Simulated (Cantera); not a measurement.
A perfectly stirred reactor is fed with 1.46 % C3H8, 8.21 % O2, 90.3 % N2, equivalence ratio 0.89, at 9750 Torr; it is adiabatic with a 798 K inlet, and is followed from long to short residence time, starting on the burning branch (τ in s: 0.22, 0.09, 0.036, 0.015, 0.0059, 0.0024, 0.00095, 0.00038, 0.00015, 6.2e-05, 2.5e-05, 1e-05).

Computed with Cantera and GRI-Mech 3.0 (53 species, 325 reactions). GRI-Mech 3.0 was tuned for natural gas; its chemistry of propane as a main component is partial and can be far from experiment. The pressure lies above the range GRI-Mech 3.0 was tuned for (to about 10 atm).

x: mole fraction; the columns are a selection and need not sum to one.

```json
[
 {"τ (s)": "0.22", "T (K)": "1632", "x C3H8": "3.53e-7", "x O2": "0.00898", "x CO": "9.00e-5", "x HO2": "5.63e-7", "x CH2": "4.34e-9", "x HCO": "7.50e-10", "x C2H": "4.24e-10"},
 {"τ (s)": "0.090", "T (K)": "1631", "x C3H8": "7.15e-7", "x O2": "0.00902", "x CO": "0.000167", "x HO2": "1.03e-6", "x CH2": "1.03e-8", "x HCO": "1.85e-9", "x C2H": "8.17e-10"},
 {"τ (s)": "0.036", "T (K)": "1629", "x C3H8": "1.45e-6", "x O2": "0.00912", "x CO": "0.000317", "x HO2": "1.91e-6", "x CH2": "2.46e-8", "x HCO": "4.72e-9", "x C2H": "1.54e-9"},
 {"τ (s)": "0.015", "T (K)": "1626", "x C3H8": "2.80e-6", "x O2": "0.00930", "x CO": "0.000588", "x HO2": "3.44e-6", "x CH2": "5.56e-8", "x HCO": "1.17e-8", "x C2H": "2.73e-9"},
 {"τ (s)": "0.0059", "T (K)": "1620", "x C3H8": "5.63e-6", "x O2": "0.00967", "x CO": "0.00114", "x HO2": "6.32e-6", "x CH2": "1.29e-7", "x HCO": "3.12e-8", "x C2H": "4.76e-9"},
 {"τ (s)": "0.0024", "T (K)": "1609", "x C3H8": "…", "x O2": "0.0104", "x CO": "…", "x HO2": "…", "x CH2": "…", "x HCO": "…", "x C2H": "…"},
 {"τ (s)": "0.00095", "T (K)": "1585", "x C3H8": "2.48e-5", "x O2": "0.0120", "x CO": "0.00455", "x HO2": "2.10e-5", "x CH2": "5.68e-7", "x HCO": "2.26e-7", "x C2H": "1.07e-8"},
 {"τ (s)": "0.00038", "T (K)": "798", "x C3H8": "0.0146", "x O2": "0.0821", "x CO": "<1e-12", "x HO2": "2.79e-11", "x CH2": "<1e-12", "x HCO": "<1e-12", "x C2H": "<1e-12"},
 {"τ (s)": "0.00015", "T (K)": "798", "x C3H8": "0.0146", "x O2": "0.0821", "x CO": "<1e-12", "x HO2": "1.14e-11", "x CH2": "<1e-12", "x HCO": "<1e-12", "x C2H": "<1e-12"},
 {"τ (s)": "6.2e-5", "T (K)": "798", "x C3H8": "0.0146", "x O2": "0.0821", "x CO": "<1e-12", "x HO2": "4.80e-12", "x CH2": "<1e-12", "x HCO": "<1e-12", "x C2H": "<1e-12"},
 {"τ (s)": "2.5e-5", "T (K)": "798", "x C3H8": "0.0146", "x O2": "0.0821", "x CO": "<1e-12", "x HO2": "1.95e-12", "x CH2": "<1e-12", "x HCO": "<1e-12", "x C2H": "<1e-12"},
 {"τ (s)": "1.0e-5", "T (K)": "798", "x C3H8": "0.0146", "x O2": "0.0821", "x CO": "<1e-12", "x HO2": "<1e-12", "x CH2": "<1e-12", "x HCO": "<1e-12", "x C2H": "<1e-12"}
]
```

Question: Complete the blanks.

Answer: 
- 0.0024, x C3H8: 1.11e-5
- 0.0024, x CO: 0.00218
- 0.0024, x HO2: 1.12e-5
- 0.0024, x CH2: 2.79e-7
- 0.0024, x HCO: 8.19e-8
- 0.0024, x C2H: 7.62e-9
